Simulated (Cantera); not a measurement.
Input: 1 mol MgCO3, 0.51 mol O2, 1.2 mol H2O, at 1 atm.

Equilibrium computed with Cantera from the NASA thermochemical tables; the gas is ideal and each condensed phase is pure. Candidate condensed phases: C, C6H6, C7H8, C8H18, H2O, Mg, MgCO3, MgO, Mg(OH)2; 116 gas species. Equilibrium is a limit: real reactors are often held back by kinetics, nucleation or transport. All values below are at 773 K.

Base state: H2O 0.443, CO2 0.369, O2 0.188 (mole fractions); condensed: MgO(s).

Q: What changes in the equilibrium state with this change: MgCO3 replaced by CaCO3?

A: 
```
species              before     after
-------------------  ------  --------
H2O                   0.443     0.702
O2                    0.188     0.298
CO2                   0.369  0.000133
MgO(s), mol            1.00         0
CaCO3(calcite), mol       0     1.000
Ca(OH)2(s), mol           0  0.000227
```
Further candidate phases: Ca, CaCO3, CaO, Ca(OH)2.
